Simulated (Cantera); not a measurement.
Cantera run:

```python
import numpy as np
import cantera as ct

gas_names = """
    C CN CO CO2 C2 CCN CNC C2N2 C2O C3 C3O2 C4 C4N2 C5 N NCO NO NO2 NO3 N2 N2O O O2 O3
""".split()
cond_names = """
    C(gr)
""".split()


def load(file, names, dense=False):
    # The tables refer to 1 bar. Condensed volumes are neglected.
    table = {s.name: s for s in ct.Species.list_from_file(file)}
    out = []
    for n in names:
        d = dict(table[n].input_data)
        d["thermo"] = dict(d["thermo"], **{"reference-pressure": 1e5})
        if dense:
            d["equation-of-state"] = {"model": "constant-volume", "density": "1e6 g/cm^3"}
        out.append(ct.Species.from_dict(d))
    return out


gas = ct.Solution(thermo="ideal-gas", species=load("nasa_gas.yaml", gas_names))
cond = {s.name: ct.Solution(thermo="fixed-stoichiometry", species=[s], name=s.name)
        for s in load("nasa_condensed.yaml", cond_names, dense=True)}
atoms = {
    'CO': {'C': 1, 'O': 1},
    'O2': {'O': 2},
    'N2': {'N': 2},
}
top_T = {'C(gr)': 4500}  # K; cautious upper limits of use, not melting points


def equilibrate(T, P, feed):
    n = {}
    for name, mol in feed.items():
        for a, k in atoms[name].items():
            n[a] = n.get(a, 0.0) + k * mol
    gas.TPX = T, P, n
    mass = sum(n.values()) * gas.mean_molecular_weight
    gas.equilibrate("TP")
    valid = [c for c in cond.values() if c.min_temp <= T <= top_T.get(c.name, c.max_temp)]
    mix = ct.Mixture([(gas, mass / gas.mean_molecular_weight)] + [(c, 0.0) for c in valid])
    mix.T, mix.P = T, P
    mix.equilibrate("TP", solver="vcs", rtol=1e-11, max_steps=5000)
    return mix


results = []
T = 2798  # K
P = 26  # Pa
for m in [2.9, 4.4, 5.9, 7.3, 8.8, 10, 12, 13, 15, 16, 18]:
    feed = {'CO': 1, 'O2': 0.35, 'N2': m}  # mol
    mix = equilibrate(T, P, feed)
    results.append((T, P, feed, dict(zip(mix.species_names, mix.species_moles))))

top = {s: max(r[3][s] / sum(r[3][g] for g in gas_names) for r in results) for s in gas_names}
cols = sorted((s for s in top if top[s] > 1e-05), key=lambda s: -top[s])[:8]
seen = [c for c in cond_names if any(r[3].get(c, 0) > 1e-12 for r in results)]
print("log10 of partial pressures in bar; condensed amounts in mol")
print(f"{'n(N2)':>10s}" + "".join(f"{s[:9]:>10s}" for s in cols + seen))
for T, P, feed, n in results:
    ng = sum(n[g] for g in gas_names)
    print(f"{feed['N2']:10.4g}" + "".join(f"{np.log10(max(n[s] / ng * P / 1e5, 1e-99)):10.3f}" for s in cols)
          + "".join(f"{n.get(c, 0):10.4g}" for c in seen))
```

It prints:

```
log10 of partial pressures in bar; condensed amounts in mol
     n(N2)        N2        CO         O        NO        O2       CO2         N
       2.9    -3.785    -4.248    -4.424    -6.092    -6.310    -6.581    -7.355
       4.4    -3.726    -4.371    -4.544    -6.184    -6.552    -6.824    -7.326
       5.9    -3.695    -4.466    -4.638    -6.262    -6.740    -7.014    -7.310
       7.3    -3.676    -4.540    -4.711    -6.325    -6.885    -7.160    -7.300
       8.8    -3.662    -4.607    -4.777    -6.384    -7.017    -7.293    -7.293
        10    -3.653    -4.654    -4.824    -6.427    -7.111    -7.386    -7.289
        12    -3.643    -4.722    -4.892    -6.489    -7.246    -7.523    -7.284
        13    -3.638    -4.753    -4.922    -6.518    -7.307    -7.584    -7.282
        15    -3.632    -4.808    -4.977    -6.569    -7.417    -7.694    -7.278
        16    -3.629    -4.833    -5.002    -6.593    -7.467    -7.744    -7.277
        18    -3.624    -4.880    -5.049    -6.637    -7.560    -7.837    -7.275
```

Method: chemical equilibrium by Gibbs-energy minimisation in Cantera with the NASA 1993 tables (ideal gas, pure condensed phases).
